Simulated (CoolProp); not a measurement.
Vapour-liquid equilibrium of ethylbenzene (1) + m-xylene (2) at 288.25 °C; x and y are mole fractions of (1).

Model: multi-fluid Helmholtz-energy mixture model, Zhou 2012 and Zhou 2012; pair parameters Bell 2016, in CoolProp.

```json
[
 {"x": "0.05", "bubble pressure, mixture model (kPa)": "1738", "bubble pressure, Raoult's law (kPa)": "1737", "y, mixture model": "0.051", "y, Raoult's law": "0.051"},
 {"x": "0.2", "bubble pressure, mixture model (kPa)": "1746", "bubble pressure, Raoult's law (kPa)": "1744", "y, mixture model": "0.203", "y, Raoult's law": "0.204"},
 {"x": "0.35", "bubble pressure, mixture model (kPa)": "1754", "bubble pressure, Raoult's law (kPa)": "1751", "y, mixture model": "0.354", "y, Raoult's law": "0.356"},
 {"x": "0.5", "bubble pressure, mixture model (kPa)": "1761", "bubble pressure, Raoult's law (kPa)": "1758", "y, mixture model": "0.504", "y, Raoult's law": "0.507"},
 {"x": "0.65", "bubble pressure, mixture model (kPa)": "1768", "bubble pressure, Raoult's law (kPa)": "1765", "y, mixture model": "0.653", "y, Raoult's law": "0.656"},
 {"x": "0.8", "bubble pressure, mixture model (kPa)": "1774", "bubble pressure, Raoult's law (kPa)": "1772", "y, mixture model": "0.802", "y, Raoult's law": "0.804"},
 {"x": "0.95", "bubble pressure, mixture model (kPa)": "1779", "bubble pressure, Raoult's law (kPa)": "1778", "y, mixture model": "0.950", "y, Raoult's law": "0.951"}
]
```

The largest gap from Raoult's law is +0.2 % in bubble pressure, at x = 0.5. No azeotrope shows between x = 0.05 and 0.95.

The pair parameters rest on a limited set of measurements; away from them the model extrapolates.
